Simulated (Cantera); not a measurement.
## Thermodynamics of calcination and drying, feed Mg(OH)₂ + H₂O + O₂

Input: 1 mol Mg(OH)₂, 0.34 mol H₂O, 0.31 mol O₂, held at 723 K and 390 Torr.

Equilibrium computed with Cantera from the NASA thermochemical tables; the gas is ideal and each condensed phase is pure. Candidate condensed phases: H₂O, Mg, MgO, Mg(OH)₂; 15 gas species. The numbers say what is thermodynamically allowed, not how fast it happens.

```json
{
  "x(H₂O)": "0.812",
  "x(O₂)": "0.188",
  "n(MgO(s))": "1.00 mol",
  "gas_amount": "1.650 mol",
  "log10 activity of Mg(s) (absent)": "-37.30"
}
```
